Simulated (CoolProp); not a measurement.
Properties of C3F8 (R218) along the isobar 3.2 MPa.

The numbers come from the reference Helmholtz-energy equation of state, Lemmon 2006 in CoolProp. It is a short technical equation, of lower accuracy than the large ones.

```json
[
 {"T (K)": "145.9", "phase": "liquid", "density (kg/m³)": "1941", "cp (kJ/(kg K))": "0.8121", "cv (kJ/(kg K))": "0.5106", "Joule-Thomson coefficient (K/MPa)": "-0.4687", "viscosity (µPa s)": "4460"},
 {"T (K)": "155.6", "phase": "liquid", "density (kg/m³)": "1907", "cp (kJ/(kg K))": "0.8254", "cv (kJ/(kg K))": "0.5322", "Joule-Thomson coefficient (K/MPa)": "-0.4573", "viscosity (µPa s)": "3040"},
 {"T (K)": "165.4", "phase": "liquid", "density (kg/m³)": "1874", "cp (kJ/(kg K))": "0.8400", "cv (kJ/(kg K))": "0.5531", "Joule-Thomson coefficient (K/MPa)": "-0.4442", "viscosity (µPa s)": "2180"},
 {"T (K)": "175.1", "phase": "liquid", "density (kg/m³)": "1841", "cp (kJ/(kg K))": "0.8552", "cv (kJ/(kg K))": "0.5730", "Joule-Thomson coefficient (K/MPa)": "-0.4297", "viscosity (µPa s)": "1640"},
 {"T (K)": "184.8", "phase": "liquid", "density (kg/m³)": "1808", "cp (kJ/(kg K))": "0.8711", "cv (kJ/(kg K))": "0.5922", "Joule-Thomson coefficient (K/MPa)": "-0.4137", "viscosity (µPa s)": "1270"},
 {"T (K)": "194.6", "phase": "liquid", "density (kg/m³)": "1774", "cp (kJ/(kg K))": "0.8878", "cv (kJ/(kg K))": "0.6109", "Joule-Thomson coefficient (K/MPa)": "-0.3958", "viscosity (µPa s)": "1010"},
 {"T (K)": "204.3", "phase": "liquid", "density (kg/m³)": "1741", "cp (kJ/(kg K))": "0.9049", "cv (kJ/(kg K))": "0.6290", "Joule-Thomson coefficient (K/MPa)": "-0.3761", "viscosity (µPa s)": "826"},
 {"T (K)": "214", "phase": "liquid", "density (kg/m³)": "1707", "cp (kJ/(kg K))": "0.9226", "cv (kJ/(kg K))": "0.6465", "Joule-Thomson coefficient (K/MPa)": "-0.3541", "viscosity (µPa s)": "684"},
 {"T (K)": "223.8", "phase": "liquid", "density (kg/m³)": "1672", "cp (kJ/(kg K))": "0.9412", "cv (kJ/(kg K))": "0.6639", "Joule-Thomson coefficient (K/MPa)": "-0.3291", "viscosity (µPa s)": "574"},
 {"T (K)": "233.5", "phase": "liquid", "density (kg/m³)": "1637", "cp (kJ/(kg K))": "0.9604", "cv (kJ/(kg K))": "0.6809", "Joule-Thomson coefficient (K/MPa)": "-0.3008", "viscosity (µPa s)": "487"},
 {"T (K)": "243.2", "phase": "liquid", "density (kg/m³)": "1600", "cp (kJ/(kg K))": "0.9805", "cv (kJ/(kg K))": "0.6976", "Joule-Thomson coefficient (K/MPa)": "-0.2683", "viscosity (µPa s)": "416"},
 {"T (K)": "253", "phase": "liquid", "density (kg/m³)": "1562", "cp (kJ/(kg K))": "1.002", "cv (kJ/(kg K))": "0.7143", "Joule-Thomson coefficient (K/MPa)": "-0.2298", "viscosity (µPa s)": "358"},
 {"T (K)": "262.7", "phase": "liquid", "density (kg/m³)": "1523", "cp (kJ/(kg K))": "1.024", "cv (kJ/(kg K))": "0.7308", "Joule-Thomson coefficient (K/MPa)": "-0.1843", "viscosity (µPa s)": "310"}
]
```

Viscosity comes from a separate model (Huber 2003), an estimate that may be off by 10 % or more.
